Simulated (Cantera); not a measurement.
## Hydrocarbon pyrolysis for carbon deposition

A perfectly stirred reactor is fed with C2H6 : H2 = 1 : 1.7 (molar parts), at 0.132 atm; it is held at 1523 K, and followed from long to short residence time.

Computed with Cantera and GRI-Mech 3.0 (53 species, 325 reactions). GRI-Mech 3.0 stops at C3 and has no aromatics, soot or wall deposition, so with more carbon than oxygen in the feed, carbon stays in small species such as C2H2 where larger ones or solid carbon would form.

```tsv
τ (s)	x C2H6	x H2	x CH4	x C2H	x C2H2	x C2H4	x H
0.86	0.000226	0.729	0.0799	6.00e-8	0.185	0.00603	0.000109
0.39	0.000416	0.723	0.0875	7.22e-8	0.181	0.00751	0.000133
0.17	0.000794	0.715	0.0969	8.68e-8	0.176	0.0103	0.000163
0.079	0.00146	0.706	0.107	1.01e-7	0.169	0.0149	0.000194
0.035	0.00281	0.695	0.120	1.14e-7	0.158	0.0231	0.000232
0.016	0.00533	0.681	0.134	1.22e-7	0.142	0.0359	0.000270
0.0072	0.0104	0.665	0.148	1.22e-7	0.120	0.0549	0.000312
```
x: mole fraction; the columns are a selection and need not sum to one.
